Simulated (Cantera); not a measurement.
Charge: 1 mol trisilylamine, a varied amount of N2, held at 1.80 mbar.

Cantera equilibrium calculation (NASA polynomials, part measured and part estimated; ideal gas, pure solids and liquids). Candidate condensed phases: Si, Si3N4; 18 gas species. The feed counts by its element totals alone. Rates play no part.

Q: What condenses at these points (T in K, n(N2) in mol): (1848, 38); (2148, 21); (1923, 12); (1248, 28); (1698, 38); (1698, 28)?

A: 
```json
[
 {"T (K)": "1848", "n(N2) in mol": "38", "condensed phases": "Si", "Si condensed (%)": "94.5"},
 {"T (K)": "2148", "n(N2) in mol": "21", "condensed phases": "gas only", "Si condensed (%)": "0.0"},
 {"T (K)": "1923", "n(N2) in mol": "12", "condensed phases": "Si", "Si condensed (%)": "94.1"},
 {"T (K)": "1248", "n(N2) in mol": "28", "condensed phases": "Si3N4", "Si condensed (%)": "100.0"},
 {"T (K)": "1698", "n(N2) in mol": "38", "condensed phases": "Si3N4", "Si condensed (%)": "99.5"},
 {"T (K)": "1698", "n(N2) in mol": "28", "condensed phases": "Si3N4", "Si condensed (%)": "99.6"}
]
```
